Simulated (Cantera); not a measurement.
Predominance diagram of Li at 1525 K against the partial pressures of O2 and Cl2 (log10, bar). Cantera with NASA thermochemical tables; ideal gases at 1 bar, condensed phases pure. Candidates: Li(l), LiCl(l), Li2O(s). Only these pure phases compete in this equilibrium. Not in the tables: the peroxide.

Question: Which phase is stable at these pairs, and which metal-bearing vapour leads over it? (-4.1, -12.1); (-8.3, -13.8); (-24.9, -10.4); (-10.4, -3.5); (-12.4, -1.7); (-6.2, -6.9); (-16.6, -8.6)

Answer: 
```
log p(O2)  log p(Cl2)    phase  chief vapour  log p (bar)
---------  ----------  -------  ------------  -----------
-4.1            -12.1  Li2O(s)          LiCl         -2.0
-8.3            -13.8  Li2O(s)          LiCl         -1.8
-24.9           -10.4  LiCl(l)          LiCl         -0.6
-10.4            -3.5  LiCl(l)          LiCl         -0.6
-12.4            -1.7  LiCl(l)          LiCl         -0.6
-6.2             -6.9  LiCl(l)          LiCl         -0.6
-16.6            -8.6  LiCl(l)          LiCl         -0.6
```
